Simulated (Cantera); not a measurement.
An adiabatic, constant-volume homogeneous reactor starts with 2.78 % CH4, 1.53 % H2, 8.77 % O2, 84.9 % N2, 2.00 % H2O, at 1773 K and 1.00 bar.

Model: GRI-Mech 3.0 (53 species, 325 reactions), integrated in Cantera.

One state of this run: T (K) = 2298; P (bar) = 1.31; x CH4 = <1e-12; x H2 = 0.00756; x O2 = 0.0286; x HO2 = 3.57e-6; x CO2 = 0.0171; x NO = 7.31e-5; x CH3 = <1e-12. x: mole fraction; the columns are a selection and need not sum to one.

Q: Which value of t (s) does it belong to?
(A) 0.00110
(B) 0.211
(C) 3.32e-5
(D) 0.000191

A: D, 0.000191
